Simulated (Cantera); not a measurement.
Feed: 1 mol Pb, 0.037 mol O₂, 20 mol H₂, at 170 Pa.

Cantera equilibrium calculation (NASA polynomials, part measured and part estimated; ideal gas, pure solids and liquids). Candidate condensed phases: H₂O, Pb, PbO, PbO₂, Pb₃O₄; 12 gas species. The numbers say what is thermodynamically allowed, not how fast it happens.

Problem. At 1402 °C, list the 4 most abundant gas species with their mole fractions, and the condensed phases.

Solution. H₂ 0.946, Pb 0.0476, H₂O 0.00352, H 0.00274. Condensed: gas only.
